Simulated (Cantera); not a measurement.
A Cantera script and what it prints.

```python
import numpy as np
import cantera as ct

gas_names = """
    H H2 N NH NH2 NH3 N2 N2H2 N2H4
""".split()
cond_names = """

""".split()


# ... load() reads the species with a 1 bar reference pressure and builds the phases ...
atoms = {
    'NH3': {'N': 1, 'H': 3},
    'H2': {'H': 2},
    'N2': {'N': 2},
}
top_T = {}  # K; cautious upper limits of use, not melting points


# ... equilibrate(T, P, feed) seeds the gas with the atoms and calls Mixture.equilibrate('TP', solver="vcs", rtol=1e-11, max_steps=5000) ...
results = []
feed = {'NH3': 1, 'H2': 1.3, 'N2': 0.55}  # mol
T = 2375  # K
P = 1000  # Pa
mix = equilibrate(T, P, feed)
results.append((T, P, feed, dict(zip(mix.species_names, mix.species_moles))))
print(gas.report(threshold=0.001))
for i in range(1, mix.n_phases):
    print(f"{mix.phase(i).name:16s} {mix.phase_moles(i):12.5e} mol")
```

Output:

```
       temperature   2375 K
          pressure   1000 Pa
           density   0.00043533 kg/m^3
  mean mol. weight   8.5965 kg/kmol
   phase of matter   gas

                          1 kg             1 kmol
                     ---------------   ---------------
          enthalpy        1.0334e+07        8.8833e+07  J
   internal energy        8.0366e+06        6.9086e+07  J
           entropy             29364        2.5243e+05  J/K
    Gibbs function       -5.9407e+07       -5.1069e+08  J
 heat capacity c_p            3960.8             34049  J/K
 heat capacity c_v            2993.6             25734  J/K

                      mass frac. Y      mole frac. X     chem. pot. / RT
                     ---------------   ---------------   ---------------
                 H          0.013131           0.11199           -12.554
                H2           0.14787           0.63056           -25.108
                N2           0.83899           0.25746           -33.496
     [   +6 minor]        9.2396e-07        5.5294e-07
```

Cantera equilibrium calculation (NASA polynomials, part measured and part estimated; ideal gas, pure solids and liquids).
